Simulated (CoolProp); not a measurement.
Nitrogen along the isobar 2.89 bar: Z from the reference equation and from simpler models built on Tc = 126.2 K, pc = 33.96 bar, ω = 0.037; each cubic takes its own stable root.

The numbers come from the reference Helmholtz-energy equation of state, Span 2000 in CoolProp.

| T (K) | phase | reference | van der Waals | Redlich-Kwong | Peng-Robinson |
|---|---|---|---|---|---|
| 85 | liquid | 0.01487 | 0.9324 | 0.01485 | 0.01321 |
| 91.9 | gas | 0.9232 | 0.9440 | 0.9251 | 0.9217 |
| 98.7 | gas | 0.9387 | 0.9529 | 0.9393 | 0.9355 |
| 105.6 | gas | 0.9503 | 0.9600 | 0.9501 | 0.9463 |
| 112.5 | gas | 0.9591 | 0.9657 | 0.9586 | 0.9549 |
| 119.3 | gas | 0.9658 | 0.9703 | 0.9651 | 0.9616 |
| 126.2 | gas | 0.9712 | 0.9742 | 0.9705 | 0.9672 |
| 133.1 | gas | 0.9756 | 0.9774 | 0.9748 | 0.9718 |
| 139.9 | gas | 0.9791 | 0.9801 | 0.9783 | 0.9755 |
| 146.8 | gas | 0.9820 | 0.9824 | 0.9813 | 0.9787 |
| 153.6 | gas | 0.9845 | 0.9843 | 0.9837 | 0.9814 |
| 160.5 | gas | 0.9865 | 0.9860 | 0.9858 | 0.9837 |
| 167.4 | gas | 0.9883 | 0.9875 | 0.9876 | 0.9857 |

At some of these states van der Waals gives the other phase, because its saturation line lies elsewhere.
